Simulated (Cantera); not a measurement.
A freely propagating, adiabatic, planar premixed flame of 5.96 % CH₄, 5.01 % H₂, 18.7 % O₂, 70.3 % N₂, unburnt at 723 K and 5.20 bar; mixture-averaged transport, grid criteria slope 0.08 and curve 0.16, no radiation.

Cantera simulation using GRI-Mech 3.0 (53 species, 325 reactions); the numbers are that mechanism's predictions, not measurements. Burning velocities carry a grid error of a few per cent, more on coarse grids.

Problem. Predict: laminar burning velocity; thermal thickness; peak x(C₂H).

Solution. 
```json
{
 "laminar_burning_velocity": "127 cm/s",
 "thermal_thickness": "0.0789 mm",
 "peak x(C₂H)": "5.96e-8"
}
```
